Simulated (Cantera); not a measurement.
Charge: 1 mol SiCl4, 0.55 mol Cl2, 13 mol H2, held at 1773 K and 0.100 bar.

Method: chemical equilibrium by Gibbs-energy minimisation in Cantera with the NASA 1993 tables (ideal gas, pure condensed phases). Candidate condensed phases: Si; 19 gas species. The tables' values for SiCl3, SiCl are old estimates; treat these amounts as uncertain. The numbers say what is thermodynamically allowed, not how fast it happens.

What is the equilibrium state?


* **x(H2)**: 0.738
* **x(HCl)**: 0.196
* **x(SiCl2)**: 0.0614
* **x(SiCl3)**: 0.00253
* **x(H)**: 0.000773
* **x(SiCl4)**: 0.000177
* **x(Cl)**: 0.000158
* **x(SiHCl3)**: 0.000156
* **x(SiCl)**: 5.74e-5
* **gas amount**: 15.53 mol
* **log10 activity of Si(l) (absent)**: -0.44
